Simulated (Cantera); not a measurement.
## V2O3 + H2 (hydrogen reduction and annealing atmospheres)

A closed system holds: 1 mol V2O3, a varied amount of H2, equilibrated at 0.00400 bar.

Cantera equilibrium calculation (NASA polynomials, part measured and part estimated; ideal gas, pure solids and liquids). Candidate condensed phases: H2O, V, VO, V2O3, V2O4, V2O5; 12 gas species. Mutual solubility and eutectic melting of coexisting phases are not modelled. VO: taken at fixed stoichiometry. Condensed phases not in the tables: the oxides between V2O3 and V2O5 other than VO2. Kinetics and transport are ignored.

Stable condensed phases:

```
T in °C \ n(H2) in mol
         120 140 170 200 240 290 350 420 500 600 720
   1775    A   A   A   A   A   A   A   A   A   A   A
   1675    A   A   A   A   A   A   A   A   A   A   A
   1575    A   A   A   A   A   A   A   A   A   A   A
   1475    A   A   A   A   A   A   A   A   A   A   A
   1375    B   A   A   A   A   A   A   A   A   A   A
   1275    B   B   B   B   A   A   A   A   A   A   A
   1175    B   B   B   B   B   B   B   A   A   A   A
   1075    B   B   B   B   B   B   B   B   B   B   A
    975    B   B   B   B   B   B   B   B   B   B   B
    875    B   B   B   B   B   B   B   B   B   B   B
    775    B   B   B   B   B   B   B   B   B   B   B
    675    B   B   B   B   B   B   B   B   B   B   B
    575    B   B   B   B   B   B   B   B   B   B   B
```

A: VO; B: VO + V2O3.
